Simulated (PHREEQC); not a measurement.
## Spent oxide etchant: an equilibrium model

Dissolve 0.055 mol/kgw HF, 0.0086 mol/kgw (NH4)2SiF6, 0.00017 mol/kgw H3AsO4 and 9.9e-05 mol/kgw H2SO4 at 25 °C. Closed to the air; pH follows from the charge balance.

Model: ion-association model, wateq4f.dat, run in PHREEQC.

This is a speciation only: nothing precipitates in the calculation.

Problem. Estimate the pH, ionic strength.

Solution. pH 2.24; ionic strength 0.0325 mol/kgw.

Problem. In which forms is F present?

Solution. SiF6-2 48 %, HF 37 %, H2F2 7.7 %, F- 5.2 %, HF2- 1.6 % of the F.

wateq4f.dat counts part of the HF as a dimer, H2F2, which phreeqc.dat doesn't know; its constant is uncertain. SiF6-2 is the database's only silicon fluoride.
